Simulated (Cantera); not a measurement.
Charge: 1 mol Fe, 3.2 mol CO, at 0.930 bar.

Cantera equilibrium calculation (NASA polynomials, part measured and part estimated; ideal gas, pure solids and liquids). Candidate condensed phases: C, Fe, Fe(CO)5, FeO, Fe2O3, Fe3O4; 15 gas species. Iron dissolves carbon and melts from about 1420 K in contact with it, which pure phases cannot show. Condensed phases not in the tables: cementite and carbon dissolved in iron. Rates play no part. All values below are at 1402 °C.

Base state: CO 1.000, CO2 0.000156 (mole fractions); condensed: C(graphite) + Fe(δ).

Task: What changes in the equilibrium state with this change: pressure from 0.930 bar to 7.70 bar?

Result: 
```
species             before    after
----------------  --------  -------
CO                   1.000    0.999
CO2               0.000156  0.00129
C(graphite), mol  0.000499  0.00412
Fe(δ), mol           1.000    1.000
```

Task: What changes in the equilibrium state with this change: pressure from 0.930 bar to 7.90 bar?

Result: 
```json
[
 {"species": "CO", "before": "1.000", "after": "0.999"},
 {"species": "CO2", "before": "0.000156", "after": "0.00132"},
 {"species": "C(graphite), mol", "before": "0.000499", "after": "0.00422"},
 {"species": "Fe(δ), mol", "before": "1.000", "after": "1.000"}
]
```
